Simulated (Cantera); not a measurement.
Charge: 1 mol SiF4, 0.085 mol O3, equilibrated at 1.10 mbar.

Cantera equilibrium calculation (NASA polynomials, part measured and part estimated; ideal gas, pure solids and liquids). Candidate condensed phases: Si, SiO2; 17 gas species. The tables' values for SiF3 are old estimates; treat these amounts as uncertain. Equilibrium is a limit: real reactors are often held back by kinetics, nucleation or transport. All values below are at 1677 °C.

Base state: SiF4 0.879, O2 0.110, O 0.00452, F 0.00319, SiF3 0.00303, SiO 3.24e-5 (mole fractions); condensed: gas only.

**Question.** What changes in the equilibrium state with this change: pressure from 1.10 mbar to 0.100 bar?

**Answer.** 
```json
[
 {"species": "SiF4", "before": "0.879", "after": "0.886"},
 {"species": "O2", "before": "0.110", "after": "0.113"},
 {"species": "O", "before": "0.00452", "after": "0.000479"},
 {"species": "F", "before": "0.00319", "after": "0.000328"},
 {"species": "SiO", "before": "3.24e-5", "after": "4.14e-8"},
 {"species": "SiF3", "before": "0.00303", "after": "0.000327"}
]
```
